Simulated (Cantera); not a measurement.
Charge: 1 mol Fe(CO)5, a varied amount of N2, at 727 °C and 13.5 Torr.

Equilibrium computed with Cantera from the NASA thermochemical tables; the gas is ideal and each condensed phase is pure. Candidate condensed phases: C, Fe, Fe(CO)5, FeO, Fe2O3, Fe3O4; 27 gas species. Condensed phases not in the tables: cementite and carbon dissolved in iron. Kinetics and transport are ignored.

x: gas mole fraction; n: condensed amount in mol.

```
n(N2) (mol)   x N2    x CO     x CO2  n C(graphite)  n Fe(α)
-----------  -----  ------  --------  -------------  -------
1.1          0.182   0.812   0.00673         0.0408     1.00
1.6          0.244   0.750   0.00575            ___     1.00
2.2          0.307   0.688   0.00484            ___     1.00
3.1          0.384   0.612   0.00382            ___     1.00
4.4          0.469   0.528   0.00284            ___     1.00
6.2          0.555   0.443   0.00201            ___     1.00
8.7          0.636   0.363   0.00134            ___     1.00
12           0.707   0.293  0.000874            ___     1.00
17           0.773   0.226  0.000523            ___     1.00
24           0.828   0.172  0.000302            ___     1.00
33           0.869   0.131  0.000176            ___     1.00
47           0.904  0.0960   9.41e-5            ___     1.00
```

Problem. What belongs in the gaps?

Solution. 
- 1.6, n C(graphite): 0.0377
- 2.2, n C(graphite): 0.0346
- 3.1, n C(graphite): 0.0309
- 4.4, n C(graphite): 0.0267
- 6.2, n C(graphite): 0.0224
- 8.7, n C(graphite): 0.0184
- 12, n C(graphite): 0.0149
- 17, n C(graphite): 0.0115
- 24, n C(graphite): 0.00874
- 33, n C(graphite): 0.00668
- 47, n C(graphite): 0.00489
